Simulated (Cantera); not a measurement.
A perfectly stirred reactor is fed with CH₄ : O₂ : N₂ = 1 : 1.54 : 5.78 (molar parts), equivalence ratio 1.3, at 0.240 bar; it is adiabatic with a 548 K inlet, and is followed from long to short residence time, starting on the burning branch (τ in s: 0.073, 0.04, 0.022, 0.012, 0.0065, 0.0035, 0.0019, 0.001, 0.00057, 0.00031, 0.00017, 9.1e-05, 5e-05).

Computed with Cantera and GRI-Mech 3.0 (53 species, 325 reactions).

What does this change do: O2 1.54 to 1.1 parts?


| quantity | before | after |
|---|---|---|
| blow-out, bracketed by the residence times tried | burning at 0.310 ms, out at 0.170 ms | burning at 12.0 ms, out at 6.50 ms |
| x(CH₄) at τ = 73.0 ms | 1.34e-5 | 0.00717 |
| x(O₂) at τ = 73.0 ms | 0.000764 | 0.00212 |
| x(H₂O) at τ = 73.0 ms | 0.179 | 0.131 |
| x(N₂O) at τ = 73.0 ms | 1.25e-8 | 7.24e-10 |
| x(NO₂) at τ = 73.0 ms | 5.94e-9 | 2.90e-11 |
| x(CH₄) at τ = 1.90 ms | 0.000233 | 0.127 |
| x(O₂) at τ = 1.90 ms | 0.00408 | 0.140 |
| x(H₂O) at τ = 1.90 ms | 0.171 | <1e-12 |
| x(N₂O) at τ = 1.90 ms | 1.93e-8 | <1e-12 |
| x(NO₂) at τ = 1.90 ms | 2.80e-9 | <1e-12 |
